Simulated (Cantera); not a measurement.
A Cantera script and what it prints.

```python
import numpy as np
import cantera as ct

gas_names = [...]  # 110 gases of nasa_gas.yaml made of C, H, O
cond_names = """
    C(gr) C6H6(L) C7H8(L) C8H18(L),n-octa H2O(s) H2O(L)
""".split()


# ... load() reads the species with a 1 bar reference pressure and builds the phases ...
atoms = {
    'C2H6': {'C': 2, 'H': 6},
    'CO2': {'C': 1, 'O': 2},
    'H2': {'H': 2},
}
top_T = {'C(gr)': 4500}  # K; cautious upper limits of use, not melting points


# ... equilibrate(T, P, feed) seeds the gas with the atoms and calls Mixture.equilibrate('TP', solver="vcs", rtol=1e-11, max_steps=5000) ...
results = []
feed = {'C2H6': 1, 'CO2': 0.73, 'H2': 15}  # mol
T = 1923.15  # K
P = 2500000  # Pa
mix = equilibrate(T, P, feed)
results.append((T, P, feed, dict(zip(mix.species_names, mix.species_moles))))
print(gas.report(threshold=0.001))
for i in range(1, mix.n_phases):
    print(f"{mix.phase(i).name:16s} {mix.phase_moles(i):12.5e} mol")
```

Result:

```
       temperature   1923.2 K
          pressure   2.5e+06 Pa
           density   0.6491 kg/m^3
  mean mol. weight   4.1516 kg/kmol
   phase of matter   gas

                          1 kg             1 kmol
                     ---------------   ---------------
          enthalpy        1.0199e+07        4.2342e+07  J
   internal energy        6.3474e+06        2.6352e+07  J
           entropy             40911        1.6985e+05  J/K
    Gibbs function       -6.8478e+07        -2.843e+08  J
 heat capacity c_p            8393.7             34848  J/K
 heat capacity c_v              6391             26533  J/K

                      mass frac. Y      mole frac. X     chem. pot. / RT
                     ---------------   ---------------   ---------------
               CH4          0.042243          0.010932            -35.14
                CO           0.50992           0.07558           -33.846
                H2           0.44309           0.91247           -16.229
     [ +107 minor]         0.0047534         0.0010223

C(gr)             1.04442e+00 mol
```

Method: chemical equilibrium by Gibbs-energy minimisation in Cantera with the NASA 1993 tables (ideal gas, pure condensed phases).
